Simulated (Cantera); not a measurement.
Charge: 1 mol Fe2O3, 0.57 mol CH4, 1.2 mol N2, 5.7 mol CO, at 1850 K and 6150 Torr.

Equilibrium computed with Cantera from the NASA thermochemical tables; the gas is ideal and each condensed phase is pure. Candidate condensed phases: C, C6H6, C7H8, C8H18, Fe, Fe(CO)5, FeO, Fe(OH)2, Fe(OH)3, Fe2O3, Fe3O4, H2O; 140 gas species. Each liquid is taken as pure. Mutual solubility and eutectic melting of coexisting phases are not modelled. The tables' stoichiometric FeO is somewhat more stable than real wüstite, so its field is too wide. FeO: taken at fixed stoichiometry. The numbers say what is thermodynamically allowed, not how fast it happens.

Base state: CO 0.654, N2 0.139, H2 0.0908, CO2 0.0745, H2O 0.0416, H 5.67e-5 (mole fractions); condensed: Fe(l) + FeO(l).

Problem. What changes in the equilibrium state with this change: pressure from 6150 Torr to 3.90 Torr?

Solution. 
```
species       before    after
-----------  -------  -------
CO             0.654    0.646
N2             0.139    0.138
H2            0.0908   0.0889
Fe           7.14e-6   0.0113
H            5.67e-5  0.00223
H2O           0.0416   0.0407
CO2           0.0745   0.0736
FeO          4.41e-8  6.96e-5
OH           1.92e-6  7.53e-5
Fe(l), mol     0.570    0.469
FeO(l), mol     1.43     1.43
```

Problem. What changes in the equilibrium state with this change: CH4 from 0.57 to 4.8 mol?

Solution. 
```csv
species,before,after
H2,0.0908,0.489
CO,0.654,0.446
N2,0.139,0.0609
CO2,0.0745,9.11e-5
H2O,0.0416,0.000401
C2H2 (acetylene),<1e-9,0.000128
CH4,1.16e-7,0.00128
HCN,2.30e-6,0.00134
HNC,9.72e-8,5.69e-5
NH3,2.21e-6,1.83e-5
"Fe(l), mol",0.570,2.00
"FeO(l), mol",1.43,0
"C(graphite), mol",0,1.75
```
Iron dissolves carbon and melts from about 1420 K in contact with it, which pure phases cannot show. Condensed phases not in the tables: cementite and carbon dissolved in iron.
